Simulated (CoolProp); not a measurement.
Values from CoolProp's reference Helmholtz-energy equation of state, Thol 2019.

Question: Give the vapour pressure (MPa), liquid density (kg/m³), surface tension (mN/m) of saturated dodecamethylpentasiloxane (MD3M) at 433.2 K.

Answer: 
| T (K) | p (MPa) | liquid density (kg/m³) | surface tension (mN/m) |
|---|---|---|---|
| 433.2 | 0.0144 | 735 | 9.17 |

Surface tension comes from a separate correlation (Mulero 2014), older than this fluid's equation and unchecked against measurements.
